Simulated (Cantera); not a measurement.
A closed system holds: 1 mol CS2, 0.072 mol H2, at 1098 K and 22.0 Pa.

Equilibrium computed with Cantera from the NASA thermochemical tables; the gas is ideal and each condensed phase is pure. Candidate condensed phases: C, C6H6, C7H8, C8H18, S; 83 gas species. Gases not in the tables: S3 to S7. The numbers say what is thermodynamically allowed, not how fast it happens.

Base state: CS2 0.815, S2 0.117, H2 0.0535, H2S 0.0140, SH 0.000144, CS 6.87e-5 (mole fractions); condensed: C(graphite).

Q: What changes in the equilibrium state with this change: temperature from 1098 K to 825 K?

A: 
| species | before | after |
|---|---|---|
| CS2 | 0.815 | 0.846 |
| S2 | 0.117 | 0.0846 |
| H2S | 0.0140 | 0.0589 |
| H2 | 0.0535 | 0.0102 |
| CS | 6.87e-5 | 2.37e-8 |
| SH | 0.000144 | 3.59e-6 |
| C(graphite), mol | 0.132 | 0.119 |
